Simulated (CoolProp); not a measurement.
Ethane at 298.15 K and 2.94 MPa flows at 5.2 m/s in a round tube of 12.7 mm bore and 15 µm roughness, fully developed (64/Re and Nu = 3.66 if laminar; Colebrook and Gnielinski if turbulent). Each further row changes one setting.

Values from CoolProp's reference Helmholtz-energy equation of state, Bücker 2006.

| case | Reynolds number | Darcy friction factor | pressure drop (Pa/m) | heat-transfer coefficient (W/(m² K)) | mass flow (kg/h) |
|---|---|---|---|---|---|
| as stated | 304000 | 0.0213 | 1120 | 1740 | 117 |
| velocity 10.4 m/s | 608000 | 0.0209 | 4370 | 3410 | 233 |
| diameter 25.4 mm | 608000 | 0.0181 | 473 | 1480 | 466 |

Viscosity comes from a separate model (Friend 1991). Thermal conductivity comes from a separate model (Friend 1991).
